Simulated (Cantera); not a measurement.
A Cantera script and what it prints.

```python
import numpy as np
import cantera as ct

gas_names = """
    AL ALCL ALCL2 ALCL3 ALN ALO ALOCL ALO2 AL2 AL2CL6 AL2O AL2O2 CL CLO CL2 N NO NO2 NO3 N2 N2O O O2 O3
""".split()
cond_names = """
    AL(cr) AL(L) ALCL3(s) ALCL3(L) ALN(s) AL2O3(a) AL2O3(L)
""".split()


# ... load() reads the species with a 1 bar reference pressure and builds the phases ...
atoms = {
    'AlN': {'AL': 1, 'N': 1},
    'Cl2': {'CL': 2},
    'O2': {'O': 2},
}
top_T = {'ALN(s)': 2750}  # K; cautious upper limits of use, not melting points


# ... equilibrate(T, P, feed) seeds the gas with the atoms and calls Mixture.equilibrate('TP', solver="vcs", rtol=1e-11, max_steps=5000) ...
results = []
T = 1573.15  # K
P = 15000  # Pa
for m in [0.17, 0.41, 0.65, 0.89, 1.1, 1.4, 1.6, 1.9, 2.1, 2.3]:
    feed = {'AlN': 1, 'Cl2': 0.033, 'O2': m}  # mol
    mix = equilibrate(T, P, feed)
    results.append((T, P, feed, dict(zip(mix.species_names, mix.species_moles))))

top = {s: max(r[3][s] / sum(r[3][g] for g in gas_names) for r in results) for s in gas_names}
cols = sorted((s for s in top if top[s] > 0.0001), key=lambda s: -top[s])[:6]
seen = [c for c in cond_names if any(r[3].get(c, 0) > 1e-12 for r in results)]
print("log10 of partial pressures in bar; condensed amounts in mol")
print(f"{'n(O2)':>10s}" + "".join(f"{s[:9]:>10s}" for s in cols + seen))
for T, P, feed, n in results:
    ng = sum(n[g] for g in gas_names)
    print(f"{feed['O2']:10.4g}" + "".join(f"{np.log10(max(n[s] / ng * P / 1e5, 1e-99)):10.3f}" for s in cols)
          + "".join(f"{n.get(c, 0):10.4g}" for c in seen))
```

It prints:

```
log10 of partial pressures in bar; condensed amounts in mol
     n(O2)        N2        O2     ALCL3        CL       CL2     ALCL2    ALN(s)  AL2O3(a)
      0.17    -0.897   -20.151    -1.671    -5.626    -9.193    -2.874    0.7506    0.1133
      0.41    -0.858   -20.125    -1.997    -5.728    -9.397    -3.098    0.4303    0.2733
      0.65    -0.846   -20.118    -2.184    -5.788    -9.518    -3.225      0.11    0.4333
      0.89    -0.962    -1.517    -5.428    -2.219    -2.380   -10.037         0       0.5
       1.1    -1.079    -1.234    -5.864    -2.294    -2.529   -10.399         0       0.5
       1.4    -1.205    -1.091    -6.221    -2.377    -2.696   -10.673         0       0.5
       1.6    -1.272    -1.042    -6.395    -2.423    -2.787   -10.801         0       0.5
       1.9    -1.357    -0.995    -6.606    -2.481    -2.904   -10.953         0       0.5
       2.1    -1.406    -0.973    -6.724    -2.516    -2.973   -11.037         0       0.5
       2.3    -1.449    -0.957    -6.830    -2.547    -3.035   -11.112         0       0.5
```

Cantera equilibrium calculation (NASA polynomials, part measured and part estimated; ideal gas, pure solids and liquids). Mutual solubility and eutectic melting of coexisting phases are not modelled. The tables' values for AlCl2 are old estimates; treat these amounts as uncertain.
